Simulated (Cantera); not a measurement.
A freely propagating, adiabatic, planar premixed flame of 10.2 % CH₄, 2.64 % H₂, 18.3 % O₂, 68.9 % N₂, equivalence ratio 1.2, unburnt at 525 K and 13300 Pa; mixture-averaged transport, grid criteria slope 0.08 and curve 0.16, no radiation.

Model: GRI-Mech 3.0 (53 species, 325 reactions), integrated in Cantera. Burning velocities carry a grid error of a few per cent, more on coarse grids.

Problem. Predict: laminar burning velocity; thermal thickness; peak x(CH₂); peak x(C₂H₄).

Solution. 
```
Quantity                     Value
------------------------  --------
laminar burning velocity  163 cm/s
thermal thickness          1.93 mm
peak x(CH₂)                8.68e-5
peak x(C₂H₄)              0.000631
```
